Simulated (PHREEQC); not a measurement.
Solution (50 °C and 100 atm): 0.0012 mol CaCl2 and 0.00094 mol KCl per kg of water. Closed to the air; pH follows from the charge balance.

All values are PHREEQC results (Pitzer model, pitzer.dat), not measurements.

- ionic strength: 0.00454 mol/kgw
- specific conductance: 708 µS/cm
- osmotic coefficient: 0.959

```json
[
 {"species": "Cl-", "molality": "0.00334", "activity": "0.00310", "log γ": "-0.033"},
 {"species": "Ca+2", "molality": "0.00120", "activity": "0.000879", "log γ": "-0.135"},
 {"species": "K+", "molality": "0.000940", "activity": "0.000868", "log γ": "-0.035"},
 {"species": "H+", "molality": "2.65e-7", "activity": "2.45e-7", "log γ": "-0.034"},
 {"species": "OH-", "molality": "2.65e-7", "activity": "2.43e-7", "log γ": "-0.037"}
]
```

Precipitation was switched off in this run. Complexes and solids missing from the database can't appear. Under pressure, the constants of complexes without a molar volume in the database are unreliable. Away from 25 °C the constants follow the database's enthalpies or fits; those with neither stay at their 25 °C values.
